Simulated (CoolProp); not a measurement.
A single-stage vapour-compression cycle with the fluid: evaporating at 205.15 K (dew point), condensing at 262.15 K (bubble point), superheat 2 K, subcooling 8 K, compressor efficiency 0.65, no pressure losses. The same conditions are run with several fluids, on thermodynamics alone (safety and materials aside).

The numbers come from the reference Helmholtz-energy equation of state of each fluid (nitrous oxide: Lemmon 2006; R115: Lemmon 2016; CH3F (R41): Lemmon 2006; ethylene: Smukala 2000; carbonyl sulfide: Lemmon 2006; propylene: Lemmon 2013) in CoolProp.

Rank nitrous oxide, R115, CH3F (R41), ethylene, carbonyl sulfide, propylene by cooling COP, highest first.

propylene (1.96), carbonyl sulfide (1.91), R115 (1.88), CH3F (R41) (1.81), nitrous oxide (1.77), ethylene (1.64)

| fluid | pressure ratio | discharge temperature (K) | refrigerating effect (kJ/kg) | volumetric capacity (kJ/m³) |
|---|---|---|---|---|
| nitrous oxide | 7.77 | 384.7 | 261 | 2120 |
| R115 | 13.6 | 287.2 | 91.2 | 187 |
| CH3F (R41) | 8.61 | 392.9 | 368 | 1340 |
| ethylene | 5.66 | 341.6 | 286 | 2920 |
| carbonyl sulfide | 11.3 | 408.7 | 263 | 381 |
| propylene | 11.5 | 336.9 | 354 | 318 |
